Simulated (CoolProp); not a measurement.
Propylene along the isotherm 226.15 °C: Z from the reference equation and from simpler models built on Tc = 91.1 °C, pc = 4.555 MPa, ω = 0.146; each cubic takes its own stable root.

The numbers come from the reference Helmholtz-energy equation of state, Lemmon 2013 in CoolProp.

```
p (MPa)          phase  reference  van der Waals  Redlich-Kwong  Peng-Robinson
-------  -------------  ---------  -------------  -------------  -------------
0.759              gas     0.9797         0.9775         0.9781         0.9769
1.52               gas     0.9595         0.9544         0.9562         0.9542
2.28               gas     0.9395         0.9309         0.9344         0.9319
3.04               gas     0.9197         0.9067         0.9127         0.9103
3.8                gas     0.9002         0.8821         0.8912         0.8893
4.55               gas     0.8812         0.8573         0.8703         0.8694
5.31     supercritical     0.8624         0.8319         0.8497         0.8501
6.07     supercritical     0.8440         0.8065         0.8297         0.8319
6.83     supercritical     0.8263         0.7813         0.8107         0.8149
7.59     supercritical     0.8094         0.7570         0.7927         0.7993
8.35     supercritical     0.7933         0.7343         0.7762         0.7851
9.11     supercritical     0.7784         0.7143         0.7614         0.7726
9.87     supercritical     0.7649         0.6980         0.7485         0.7617
10.6     supercritical     0.7533         0.6864         0.7381         0.7528
11.4     supercritical     0.7425         0.6788         0.7291         0.7450
```
